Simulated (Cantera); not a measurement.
Mixture: CH3OH : O2 : N2 = 1 : 1.36 : 8.73 (molar parts), at 7.90 atm, adiabatic and at constant pressure. Ignition delay is the time to a rise of 400 K.

Model: GRI-Mech 3.0 (53 species, 325 reactions), integrated in Cantera. GRI-Mech 3.0 was tuned for natural gas; its chemistry of methanol as a main component is partial and can be far from experiment.

**Question.** What does this change do: pressure from 7.90 atm to 0.720 atm?

**Answer.** 
```json
[
 {"quantity": "delay at 1200 K", "before": "1.96 ms", "after": "14.2 ms"},
 {"quantity": "delay at 1300 K", "before": "0.426 ms", "after": "3.25 ms"},
 {"quantity": "delay at 1400 K", "before": "0.122 ms", "after": "0.968 ms"},
 {"quantity": "delay at 1500 K", "before": "43.7 µs", "after": "0.362 ms"},
 {"quantity": "delay at 1600 K", "before": "18.9 µs", "after": "0.162 ms"},
 {"quantity": "delay at 1700 K", "before": "9.36 µs", "after": "85.8 µs"},
 {"quantity": "delay at 1800 K", "before": "5.23 µs", "after": "56.4 µs"},
 {"quantity": "apparent activation energy between 1600 and 1800 K", "before": "150 kJ/mol", "after": "130 kJ/mol"}
]
```

**Question.** What does this change do: pressure from 7.90 atm to 6.61 atm?

**Answer.** 
```
quantity                                                before       after
--------------------------------------------------  ----------  ----------
delay at 1200 K                                        1.96 ms     2.23 ms
delay at 1300 K                                       0.426 ms    0.488 ms
delay at 1400 K                                       0.122 ms    0.140 ms
delay at 1500 K                                        43.7 µs     50.5 µs
delay at 1600 K                                        18.9 µs     21.9 µs
delay at 1700 K                                        9.36 µs     10.9 µs
delay at 1800 K                                        5.23 µs     6.13 µs
apparent activation energy between 1600 and 1800 K  150 kJ/mol  150 kJ/mol
```
